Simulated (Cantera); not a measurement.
Input: 1 mol Si, 2.8 mol Cl₂, 13 mol H₂, held at 0.133 bar.

These are equilibrium values from Cantera (NASA tables, ideal gas, pure condensed phases), not measurements of a reactor. Candidate condensed phases: Si; 19 gas species. The tables' values for SiCl₃, SiCl are old estimates; treat these amounts as uncertain. The numbers say what is thermodynamically allowed, not how fast it happens. All values below are at 1450 °C.

Base state: H₂ 0.713, HCl 0.223, SiCl₂ 0.0585, SiCl₃ 0.00405, SiCl₄ 0.000528, H 0.000422, SiHCl₃ 0.000348, Cl 0.000102 (mole fractions); condensed: gas only.

Task: What changes in the equilibrium state with this change: Cl₂ from 2.8 to 2.1 mol?

Result: 
```
species    before     after
-------  --------  --------
H₂          0.713     0.791
HCl         0.223     0.143
SiCl₂      0.0585    0.0631
SiCl₄    0.000528  0.000210
SiCl      2.41e-5   4.27e-5
```
